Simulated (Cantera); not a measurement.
Feed: 1 mol Pb, 0.13 mol O2, 2.6 mol H2, at 825 °C and 0.100 bar.

These are equilibrium values from Cantera (NASA tables, ideal gas, pure condensed phases), not measurements of a reactor. Candidate condensed phases: H2O, Pb, PbO, PbO2, Pb3O4; 12 gas species. Kinetics and transport are ignored.

Base state: H2 0.899, H2O 0.0999, Pb 0.00117 (mole fractions); condensed: Pb(l).

Q: What changes in the equilibrium state with this change: Pb replaced by Si?

A: 
| species | before | after |
|---|---|---|
| H2 | 0.899 | 1.00 |
| H2O | 0.0999 | 8.73e-9 |
| Pb | 0.00117 | 0 |
| Pb(l), mol | 0.997 | 0 |
| Si(s), mol | 0 | 0.870 |
| SiO2(β-quartz), mol | 0 | 0.130 |
Mutual solubility and eutectic melting of coexisting phases are not modelled. Further candidate phases: Si, SiO2.

Q: What changes in the equilibrium state with this change: temperature from 825 °C to 1527 °C?

A: 
| species | before | after |
|---|---|---|
| H2 | 0.899 | 0.649 |
| Pb | 0.00117 | 0.277 |
| H2O | 0.0999 | 0.0721 |
| PbO | 1.34e-9 | 6.15e-5 |
| H | 7.42e-8 | 0.000912 |
| Pb2 | 1.39e-8 | 5.73e-5 |
| Pb(l), mol | 0.997 | 0 |
